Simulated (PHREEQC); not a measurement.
0.011 g of hydrous ferric oxide (600 m²/g; 0.2 weak and 0.005 strong sites per Fe, Dzombak-Morel constants, diffuse double layer) in 1 kg of water with 0.01 mol/kgw of an inert sodium salt and 2.7e-06 mol SrCl2 and 5.1e-06 mol Ag2SO4, at 25 °C; the pH is set by adding NaOH or the inert anion's acid. O2 is buffered at 0.21 atm. No CO2 enters from the air. Precipitation was switched off in this run.

The numbers come from PHREEQC with the ion-association model, wateq4f.dat.

```tsv
pH	Sr sorbed (%)	S sorbed (%)	Ag sorbed (%)	surface charge σ (C/m²)	surface potential ψ (mV)
4	0.0	93.6	0.0	0.139	162
5	0.0	67.1	0.0	0.079	134
5.5	0.0	43.0	0.2	0.059	119
6.5	0.0	5.4	1.8	0.029	84
7	0.0	0.9	3.5	0.017	60
8	0.2	0.0	6.4	0.001	6
9	3.1	0.0	12.9	-0.013	-48
9.5	15.5	0.0	23.8	-0.023	-72
10.5	80.0	0.0	61.5	-0.048	-108
11	94.0	0.0	76.7	-0.067	-123
12	99.0	0.0	80.6	-0.136	-142
```
